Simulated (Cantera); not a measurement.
A closed system holds: 1 mol Si, 3.7 mol F2, 0.86 mol NF3, equilibrated at 29.0 mbar.

These are equilibrium values from Cantera (NASA tables, ideal gas, pure condensed phases), not measurements of a reactor. Candidate condensed phases: Si, Si3N4; 16 gas species. Equilibrium is a limit: real reactors are often held back by kinetics, nucleation or transport. All values below are at 1250 K.

Base state: F 0.767, SiF4 0.139, N2 0.0600, F2 0.0332 (mole fractions); condensed: gas only.

What changes in the equilibrium state with this change: pressure from 29.0 mbar to 1.00 bar?


| species | before | after |
|---|---|---|
| F | 0.767 | 0.412 |
| F2 | 0.0332 | 0.330 |
| SiF4 | 0.139 | 0.180 |
| N2 | 0.0600 | 0.0768 |
| NF3 | 8.04e-7 | 0.000984 |
